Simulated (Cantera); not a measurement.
Input: 1 mol HBr, 0.24 mol H₂, 0.66 mol O₂, held at 1400 K and 82500 Torr.

These are equilibrium values from Cantera (NASA tables, ideal gas, pure condensed phases), not measurements of a reactor. Candidate condensed phases: Br₂, H₂O; 12 gas species. The ideal-gas law is rough above about 30 bar. The numbers say what is thermodynamically allowed, not how fast it happens.

Base state: H₂O 0.465, Br₂ 0.305, O₂ 0.194, HBr 0.0272, Br 0.00892, OH 2.01e-5 (mole fractions); condensed: gas only.

Problem. What changes in the equilibrium state with this change: temperature from 1400 K to 1550 K?

Solution. 
```json
[
 {"species": "H₂O", "before": "0.465", "after": "0.450"},
 {"species": "Br₂", "before": "0.305", "after": "0.287"},
 {"species": "O₂", "before": "0.194", "after": "0.197"},
 {"species": "HBr", "before": "0.0272", "after": "0.0465"},
 {"species": "Br", "before": "0.00892", "after": "0.0197"},
 {"species": "OH", "before": "2.01e-5", "after": "7.69e-5"}
]
```
